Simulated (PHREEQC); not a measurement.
Dissolve 0.24 mol FeSO4, 0.00099 mol CaCl2, 0.00063 mol NaH2PO4 and 3e-05 mol Na2SO4 per kg of water at 25 °C. Closed to the air; pH follows from the charge balance.

Computed with PHREEQC (ion-association model, wateq4f.dat).

Question: The ionic strength comes out as 0.481 mol/kgw. What activity coefficients do H+, HPO4-2, H2PO4-, FeCl+, Ca+2 get?

Answer: H+ 0.77, HPO4-2 0.22, H2PO4- 0.69, FeCl+ 0.68, Ca+2 0.26.

This is a speciation only: nothing precipitates in the calculation. Saturation is exceeded, for instance for Vivianite; the values hold only as long as no solid forms. H3PO4, which wateq4f.dat lacks, is added to it with the constant of phreeqc.dat.
